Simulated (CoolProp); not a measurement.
Computed with CoolProp (reference Helmholtz-energy equation of state, Zhou 2014).

### Question
For cyclohexane, give the phase and the cv (kJ/(kg K)), speed of sound (m/s), viscosity (µPa s) at 543.7 K and 18.9 bar; 576.5 K and 0.563 bar.

### Answer
- 543.7 K and 18.9 bar: gas; cv 2.42, speed of sound 192, viscosity 13.2
- 576.5 K and 0.563 bar: gas; cv 2.49, speed of sound 242, viscosity 12.7

Viscosity comes from a separate model (Tariq 2014).
